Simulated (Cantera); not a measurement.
Input: 1 mol SiCl4, 9.6 mol O3, held at 523.15 K and 0.0133 bar.

Cantera equilibrium calculation (NASA polynomials, part measured and part estimated; ideal gas, pure solids and liquids). Candidate condensed phases: Si, SiO2; 15 gas species. Kinetics and transport are ignored.

Base state: O2 0.870, Cl2 0.130 (mole fractions); condensed: SiO2(α-quartz).

Question: What changes in the equilibrium state with this change: temperature from 523.15 K to 1600 K?

Answer: 
```csv
species,before,after
O2,0.870,0.795
Cl,1.65e-9,0.172
Cl2,0.130,0.0326
ClO,<1e-9,0.000386
O,<1e-9,0.000112
"SiO2(α-quartz), mol",1.00,0
"SiO2(β-quartz), mol",0,1.00
```
The tables hold silica as quartz up to 1696 K and as liquid above; real silica turns to tridymite and cristobalite and melts near 1996 K.

Question: What changes in the equilibrium state with this change: SiCl4 replaced by HMDSO?

Answer: 
```json
[
 {"species": "H2O", "before": "0", "after": "0.517"},
 {"species": "CO2", "before": "0", "after": "0.345"},
 {"species": "O2", "before": "0.870", "after": "0.138"},
 {"species": "Cl2", "before": "0.130", "after": "0"},
 {"species": "SiO2(α-quartz), mol", "before": "1.00", "after": "2.00"}
]
```
The feed counts by its element totals alone. Further candidate phases: C, C6H6, C7H8, C8H18, H2O, SiC.

Question: What changes in the equilibrium state with this change: temperature from 523.15 K to 1150 K?

Answer: 
```tsv
species	before	after
O2	0.870	0.866
Cl2	0.130	0.125
Cl	1.65e-9	0.00840
ClO	<1e-9	3.93e-5
SiO2(α-quartz), mol	1.00	0
SiO2(β-quartz), mol	0	1.00
```
The tables hold silica as quartz up to 1696 K and as liquid above; real silica turns to tridymite and cristobalite and melts near 1996 K.
